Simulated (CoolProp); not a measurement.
Vapour-liquid equilibrium of R1234yf (1) + R1234ze(E) (2) at 487 kPa; x and y are mole fractions of (1).

The numbers come from the multi-fluid Helmholtz-energy mixture model, Lemmon 2022 and Thol 2016; pair parameters Bell 2022 in CoolProp.

### Question
Give the bubble temperature and the first vapour's composition at x = 0.5, 0.65, 0.95. Is there an azeotrope?

### Answer
x = 0.5: 291.4 K, y = 0.568; x = 0.65: 289.9 K, y = 0.708; x = 0.95: 287.1 K, y = 0.961. No azeotrope shows between x = 0.05 and 0.95.

The pair parameters rest on a limited set of measurements; away from them the model extrapolates.
